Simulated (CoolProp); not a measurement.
Decamethyltetrasiloxane (MD2M) along the isobar 1560 kPa: Z from the reference equation and from simpler models built on Tc = 599.4 K, pc = 1144 kPa, ω = 0.635; each cubic takes its own stable root.

Values from CoolProp's reference Helmholtz-energy equation of state, Thol 2017.

```tsv
T (K)	phase	reference	van der Waals	Soave-Redlich-Kwong	Peng-Robinson
526.9	liquid	0.1851	0.3049	0.2086	0.1848
531.7	liquid	0.1857	0.3051	0.2098	___
536.6	liquid	0.1864	0.3054	0.2113	0.1873
541.5	liquid	0.1872	0.3058	0.2130	0.1889
546.4	liquid	0.1881	0.3064	___	0.1907
551.2	liquid	0.1892	0.3071	0.2171	0.1927
556.1	liquid	___	0.3081	0.2197	___
561	liquid	0.1919	0.3092	0.2227	0.1979
565.9	liquid	0.1936	0.3105	___	0.2011
570.7	liquid	0.1955	0.3121	0.2299	0.2048
575.6	liquid	0.1978	0.3139	0.2345	0.2091
580.5	liquid	___	0.3161	0.2398	0.2142
585.4	liquid	0.2038	___	0.2461	0.2203
590.2	liquid	___	0.3213	0.2536	0.2275
595.1	liquid	0.2129	0.3247	0.2628	0.2364
600	supercritical	0.2196	0.3285	0.2744	0.2478
```

Task: Complete the blanks.

Result: 
- 531.7, Peng-Robinson: 0.1859
- 546.4, Soave-Redlich-Kwong: 0.2149
- 556.1, reference: 0.1904
- 556.1, Peng-Robinson: 0.1951
- 565.9, Soave-Redlich-Kwong: 0.2261
- 580.5, reference: 0.2005
- 585.4, van der Waals: 0.3185
- 590.2, reference: 0.2078
